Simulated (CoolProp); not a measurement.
A simple Rankine cycle with R245fa: condensing at 290.15 K, boiler at 1.86 MPa, turbine inlet 393.3 K, turbine efficiency 0.65, pump efficiency 0.8, no recuperator. Each further row changes one setting.

Values from CoolProp's reference Helmholtz-energy equation of state, Akasaka 2015.

```csv
case,thermal efficiency (%),net work (kJ/kg),heat in (kJ/kg),turbine exit temperature (K),volume ratio over the turbine
as stated,12.4,32.8,264,328.9,20.2
turbine inlet 413.3 K,12.5,36.5,291,354.0,18.7
condensing temperature 282.15 K,13.4,36.7,274,324.1,27.8
boiler pressure 1.3 MPa,11.4,31.4,277,343.9,12.6
turbine efficiency 0.55,10.4,27.5,264,334.6,20.6
```
